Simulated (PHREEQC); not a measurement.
A column of 0.2 m (40 cells, dispersivity 0.01 m, 720 s a shift, diffusion coefficient 3e-10 m²/s) holds 0.13 eq of the database's cation exchanger X per kg of pore water, first in equilibrium with 0.00049 mol/kgw (NH4)2SO4 and 1e-05 mol/kgw HCl. It is flushed with 0.066 mol/kgw CaCl2, 0.096 mol/kgw MnCl2 and 1e-05 mol/kgw HCl, at 25 °C. Values are for the last cell. No CO2 enters from the air. Nothing may precipitate in this run.

Base run: PHREEQC, ion-association model, phreeqc.dat. Each further column changes one thing. The table gives Mn in solution (mol/kgw).

```csv
pore volumes,base,exchange capacity from 0.13 to 0.065 eq/kgw,dispersivity from 0.01 to 0.02 m
0,0,0,0
0.3125,0,0,0
0.6125,1.18e-12,4.69e-9,1.73e-5
0.9125,0.0109,0.0244,0.0225
1.212,0.0536,0.0667,0.0556
1.512,0.0788,0.0864,0.0755
1.812,0.0894,0.0932,0.0858
2.112,0.0935,0.0952,0.0909
2.413,0.0950,0.0958,0.0935
2.712,0.0956,0.0959,0.0947
3.013,0.0959,0.0960,0.0953
```
